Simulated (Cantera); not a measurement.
## Premixed flame

A freely propagating, adiabatic, planar premixed flame of H2 : O2 : N2 = 1 : 0.833 : 2.1 (molar parts), equivalence ratio 0.60, unburnt at 475 K and 1.00 atm; mixture-averaged transport, grid criteria slope 0.08 and curve 0.16, no radiation.

Computed with Cantera and the H2/O2 subset of GRI-Mech 3.0, which has no nitrogen chemistry. Burning velocities carry a grid error of a few per cent, more on coarse grids. Lean hydrogen flames are cellular in practice and burn faster than this planar one.

```
z (mm)   T (K)  u (m/s)     x H2    x O2    x H2O     x OH     x HO2      x H
-------  -----  -------  -------  ------  -------  -------  --------  -------
-1.03      475     4.21    0.254   0.212    <1e-8    <1e-8     <1e-8    <1e-8
-0.689     475     4.21    0.254   0.212    <1e-8    <1e-8     <1e-8    <1e-8
-0.517     475     4.21    0.254   0.212  2.16e-8    <1e-8     <1e-8    <1e-8
-0.344     475     4.21    0.254   0.212  1.49e-6    <1e-8   3.98e-7    <1e-8
-0.172     503     4.39    0.242   0.215  0.00118  4.23e-5  0.000267  3.61e-5
-0.0861    770     6.49    0.196   0.211   0.0267  0.00110  0.000336  0.00346
0         1210     9.88    0.108   0.175    0.111  0.00416  0.000155   0.0198
0.0861    1525     12.3   0.0414   0.123    0.197   0.0116   8.73e-5   0.0296
0.172     1691     13.6   0.0229   0.104    0.226   0.0161   5.95e-5   0.0262
0.344     1863     14.9   0.0169  0.0977    0.241   0.0191   3.88e-5   0.0173
0.689     2020     16.0   0.0126  0.0955    0.254   0.0197   2.31e-5  0.00930
1.38      2148     16.8  0.00784  0.0948    0.266   0.0177   1.29e-5  0.00403
2.75      2231     17.4  0.00422  0.0952    0.274   0.0141   8.37e-6  0.00148
```
x: mole fraction of selected species; z is measured from the peak of heat release.

```yaml
laminar_burning_velocity: 421 cm/s
thermal_thickness: 0.344 mm
peak x(OH): 0.0198
peak x(HO2): 0.000483
peak x(H): 0.0296
grid_points: 107
```
